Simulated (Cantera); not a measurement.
A Cantera script and what it prints.

```python
import numpy as np
import cantera as ct

gas_names = """
    C CH CH2 CH3 CH2OH CH3O CH4 CH3OH CO CO2 COOH C2 C2H CHCO,ketyl C2H2,acetylene C2H2,vinylidene
    CH2CO,ketene C2H3,vinyl CH3CO,acetyl C2H4 C2H4O,ethylen CH3CHO,ethanal CH3COOH (HCOOH)2 C2H5 C2H6
    CH3OCH3 C2H5OH C2O C3 C3H3,propargyl C3H4,allene C3H4,propyne C3H4,cyclo- C3H5,allyl C3H6,propylene
    C3H6,cyclo- C3H6O C3H7,n-propyl C3H7,i-propyl C3H8 C3H8O,1propanol C3H8O,2propanol C3O2 C4 C4H2
    C4H4,1,3-cyclo- C4H6,butadiene C4H6,2-butyne C4H6,cyclo- C4H8,1-butene C4H8,cis2-buten
    C4H8,tr2-butene C4H8,isobutene C4H8,cyclo- (CH3COOH)2 C4H9,n-butyl C4H9,i-butyl C4H9,s-butyl
    C4H9,t-butyl C4H10,isobutane C4H10,n-butane C5 C5H6,1,3cyclo- C5H8,cyclo- C5H10,1-pentene
    C5H10,cyclo- C5H11,pentyl C5H11,t-pentyl C5H12,n-pentane C5H12,i-pentane CH3C(CH3)2CH3 C6H2
    C6H5,phenyl C6H5O,phenoxy C6H6 C6H5OH,phenol C6H10,cyclo- C6H12,1-hexene C6H12,cyclo- C6H13,n-hexyl
    C7H7,benzyl C7H8 C7H8O,cresol C7H14,1-heptene C7H15,n-heptyl C7H16,n-heptane C8H8,styrene
    C8H10,ethylbenz C8H16,1-octene C8H17,n-octyl C8H18,isooctane C8H18,n-octane C9H19,n-nonyl
    C10H8,naphthale C10H21,n-decyl C12H9,o-bipheny C12H10,bipheny Fe FeC5O5 FeO Fe(OH)2 H HCO HO2 H2
    HCHO,formaldehy HCOOH H2O H2O2 O OH O2 O3
""".split()
cond_names = """
    C(gr) C6H6(L) C7H8(L) C8H18(L),n-octa Fe(a) Fe(c) Fe(d) Fe(L) FeC5O5(L) FeO(s) FeO(L) Fe(OH)2(s)
    Fe(OH)3(s) Fe2O3(s) Fe3O4(s) H2O(s) H2O(L)
""".split()


def load(file, names, dense=False):
    # The tables refer to 1 bar. Condensed volumes are neglected.
    table = {s.name: s for s in ct.Species.list_from_file(file)}
    out = []
    for n in names:
        d = dict(table[n].input_data)
        d["thermo"] = dict(d["thermo"], **{"reference-pressure": 1e5})
        if dense:
            d["equation-of-state"] = {"model": "constant-volume", "density": "1e6 g/cm^3"}
        out.append(ct.Species.from_dict(d))
    return out


gas = ct.Solution(thermo="ideal-gas", species=load("nasa_gas.yaml", gas_names))
cond = {s.name: ct.Solution(thermo="fixed-stoichiometry", species=[s], name=s.name)
        for s in load("nasa_condensed.yaml", cond_names, dense=True)}
atoms = {
    'Fe2O3': {'Fe': 2, 'O': 3},
    'CO': {'C': 1, 'O': 1},
    'CH4': {'C': 1, 'H': 4},
}
top_T = {'C(gr)': 4500, 'Fe2O3(s)': 1830, 'Fe3O4(s)': 1870}  # K; cautious upper limits of use, not melting points


def equilibrate(T, P, feed):
    n = {}
    for name, mol in feed.items():
        for a, k in atoms[name].items():
            n[a] = n.get(a, 0.0) + k * mol
    gas.TPX = T, P, n
    mass = sum(n.values()) * gas.mean_molecular_weight
    gas.equilibrate("TP")
    valid = [c for c in cond.values() if c.min_temp <= T <= top_T.get(c.name, c.max_temp)]
    mix = ct.Mixture([(gas, mass / gas.mean_molecular_weight)] + [(c, 0.0) for c in valid])
    mix.T, mix.P = T, P
    mix.equilibrate("TP", solver="vcs", rtol=1e-11, max_steps=5000)
    return mix


results = []
feed = {'Fe2O3': 1, 'CO': 10, 'CH4': 4}  # mol
P = 133.322  # Pa
for T in [1823, 1923, 2023, 2123, 2223, 2323, 2423, 2523, 2623]:
    mix = equilibrate(T, P, feed)
    results.append((T, P, feed, dict(zip(mix.species_names, mix.species_moles))))

top = {s: max(r[3][s] / sum(r[3][g] for g in gas_names) for r in results) for s in gas_names}
cols = sorted((s for s in top if top[s] > 0.0001), key=lambda s: -top[s])[:6]
seen = [c for c in cond_names if any(r[3].get(c, 0) > 1e-12 for r in results)]
print("log10 of partial pressures in bar; condensed amounts in mol")
print(f"{'T/K':>10s}" + "".join(f"{s[:9]:>10s}" for s in cols + seen))
for T, P, feed, n in results:
    ng = sum(n[g] for g in gas_names)
    print(f"{T:10.4g}" + "".join(f"{np.log10(max(n[s] / ng * P / 1e5, 1e-99)):10.3f}" for s in cols)
          + "".join(f"{n.get(c, 0):10.4g}" for c in seen))
```

It prints:

```
log10 of partial pressures in bar; condensed amounts in mol
       T/K        CO        H2         H        Fe        C3 C2H2,acet     C(gr)     Fe(L)
      1823    -3.098    -3.314    -5.020    -4.390   -12.640    -6.989    0.9966     1.336
      1923    -3.126    -3.347    -4.699    -3.939   -11.415    -6.692    0.9929         0
      2023    -3.129    -3.360    -4.401    -3.942   -10.314    -6.409    0.9863         0
      2123    -3.135    -3.383    -4.137    -3.948    -9.320    -6.164    0.9755         0
      2223    -3.144    -3.422    -3.904    -3.957    -8.417    -5.959    0.9594         0
      2323    -3.156    -3.483    -3.704    -3.969    -7.594    -5.798    0.9369         0
      2423    -3.173    -3.574    -3.538    -3.986    -6.841    -5.686    0.9043         0
      2523    -3.192    -3.704    -3.408    -4.005    -6.150    -5.629     0.839         0
      2623    -3.212    -3.878    -3.314    -4.025    -5.513    -5.629    0.6383         0
```

These are equilibrium values from Cantera (NASA tables, ideal gas, pure condensed phases), not measurements of a reactor. Iron dissolves carbon and melts from about 1420 K in contact with it, which pure phases cannot show. Condensed phases not in the tables: cementite and carbon dissolved in iron.
